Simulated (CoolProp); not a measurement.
Computed with CoolProp (reference Helmholtz-energy equation of state, Thol 2019).

Problem. For n-hexane, give the phase and the density (kg/m³), cp (kJ/(kg K)), cv (kJ/(kg K)), isothermal compressibility (1/MPa) at 360.4 K and 4570 kPa.

Solution. 
- 360.4 K and 4570 kPa: liquid; density 603, cp 2.54, cv 2.00, isothermal compressibility 0.00288
